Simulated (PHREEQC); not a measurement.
A solution holds 0.014 mol H2SO4, 0.00076 mol NaCl and 0.18 mol KCl per kg of water, at 25 °C. Closed to the air; pH follows from the charge balance.

Model: ion-association model, phreeqc.dat, run in PHREEQC.

Each row changes one thing in this solution. No solid was allowed to form.

```csv
case,pH,ionic strength (mol/kgw),SI of Sylvite (KCl),SI of Halite (NaCl)
as made,1.73,0.208,-2.69,-5.71
0.24 mol/kgw HF added,1.54,0.221,-2.69,-5.72
temperature from 25 to 5 °C,1.72,0.211,-2.57,-5.69
H2SO4 left out,6.97,0.181,-2.67,-5.70
```

Species that the database lacks are ignored. Constants without temperature data keep their 25 °C values here.
